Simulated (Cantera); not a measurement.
Cantera with NASA thermochemical tables; ideal gases at 1 bar, condensed phases pure. Values are per mole of reaction as written; species without (g) are pure solids or liquids, kept so even where they would boil at 1 bar.

Cl(g) + K → KCl(g)

```json
[
 {"T (K)": "300", "ΔH° (kJ)": "-336.0", "ΔS° (J/K)": "9.1", "ΔG° (kJ)": "-338.8", "log10 K": "58.98", "condensed phases": "K(s)"},
 {"T (K)": "473", "ΔH° (kJ)": "-341.2", "ΔS° (J/K)": "-5.4", "ΔG° (kJ)": "-338.7", "log10 K": "37.40", "condensed phases": "K(l)"},
 {"T (K)": "573", "ΔH° (kJ)": "-342.8", "ΔS° (J/K)": "-8.4", "ΔG° (kJ)": "-338.0", "log10 K": "30.81", "condensed phases": "K(l)"},
 {"T (K)": "673", "ΔH° (kJ)": "…", "ΔS° (J/K)": "…", "ΔG° (kJ)": "…", "log10 K": "…", "condensed phases": "K(l)"},
 {"T (K)": "773", "ΔH° (kJ)": "-345.8", "ΔS° (J/K)": "-12.9", "ΔG° (kJ)": "-335.8", "log10 K": "22.69", "condensed phases": "K(l)"},
 {"T (K)": "873", "ΔH° (kJ)": "-347.3", "ΔS° (J/K)": "-14.7", "ΔG° (kJ)": "-334.4", "log10 K": "20.01", "condensed phases": "K(l)"},
 {"T (K)": "973", "ΔH° (kJ)": "…", "ΔS° (J/K)": "…", "ΔG° (kJ)": "…", "log10 K": "…", "condensed phases": "K(l)"}
]
```

Complete the blanks.


- 673, ΔH° (kJ): -344.3
- 673, ΔS° (J/K): -10.9
- 673, ΔG° (kJ): -337.0
- 673, log10 K: 26.16
- 973, ΔH° (kJ): -348.7
- 973, ΔS° (J/K): -16.3
- 973, ΔG° (kJ): -332.9
- 973, log10 K: 17.87
